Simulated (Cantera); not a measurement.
**Hydrocarbon pyrolysis for carbon deposition**

An isothermal, constant-pressure homogeneous reactor starts with C3H8 : H2 = 1 : 12 (molar parts), at 1975 K and 1330 Pa.

Computed with Cantera and GRI-Mech 3.0 (53 species, 325 reactions). GRI-Mech 3.0 was tuned for natural gas; its chemistry of propane as a main component is partial and can be far from experiment. GRI-Mech 3.0 stops at C3 and has no aromatics, soot or wall deposition, so with more carbon than oxygen in the feed, carbon stays in small species such as C2H2 where larger ones or solid carbon would form. Radical loss at walls, strong at low pressure, is not modelled.

```tsv
t (s)	x C3H8	x H2	x H	x C2H	x CH3	x C2H4
0.000200	6.90e-7	0.833	0.0132	9.24e-6	0.0245	0.0169
0.000537	7.01e-8	0.844	0.00906	9.43e-6	0.0155	0.00482
0.00144	2.89e-8	0.855	0.00671	8.10e-6	0.0101	0.00167
0.00386	9.85e-9	0.866	0.00524	7.04e-6	0.00639	0.000842
0.0104	2.88e-9	0.877	0.00482	7.14e-6	0.00411	0.000392
0.0278	5.06e-10	0.888	0.00533	8.64e-6	0.00238	0.000134
0.0746	2.99e-11	0.895	0.00667	1.15e-5	0.00102	3.09e-5
0.200	<1e-12	0.897	0.00896	1.59e-5	0.000304	1.11e-5
0.537	<1e-12	0.896	0.0109	1.94e-5	7.63e-5	8.81e-6
1.44	<1e-12	0.895	0.0113	2.01e-5	2.48e-5	8.59e-6
3.86	<1e-12	0.895	0.0113	2.01e-5	1.56e-5	8.58e-6
10.4	<1e-12	0.895	0.0113	2.01e-5	1.52e-5	8.58e-6
27.8	<1e-12	0.895	0.0113	2.01e-5	1.52e-5	8.58e-6
74.6	<1e-12	0.895	0.0113	2.01e-5	1.52e-5	8.58e-6
200	<1e-12	0.895	0.0113	2.01e-5	1.52e-5	8.58e-6
```
x: mole fraction; the columns are a selection and need not sum to one.

Equilibrium at this temperature and pressure: C3H8 <1e-12, H2 0.895, H 0.0113, C2H 2.01e-5, CH3 1.52e-5, C2H4 8.58e-6 (gas phase only).
